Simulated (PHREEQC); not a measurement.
Dissolve 4.2 mmol/kgw MgCl2, 0.19 mmol/kgw NaF and 0.001 mmol/kgw H4SiO4 at 25 °C. Closed to the air; pH follows from the charge balance.

All values are PHREEQC results (ion-association model, phreeqc.dat), not measurements.

```json
[
 {"quantity": "pH", "before": "6.88", "after": "6.17"},
 {"quantity": "SI of Quartz (SiO2)", "before": "-2.02", "after": "-2.65"}
]
```

Task: What was changed between the two runs?
A) NaF replaced by NaHSO4 at the same molality
B) temperature from 25 to 75 °C
C) H4SiO4 from 1e-06 to 1.1e-06 mol/kgw
D) MgCl2 left out
E) diluted 100-fold with water

Result: B, temperature from 25 to 75 °C

No solid was allowed to form. Away from 25 °C the constants follow the database's enthalpies or fits; those with neither stay at their 25 °C values. SiF6-2 is the database's only silicon fluoride.
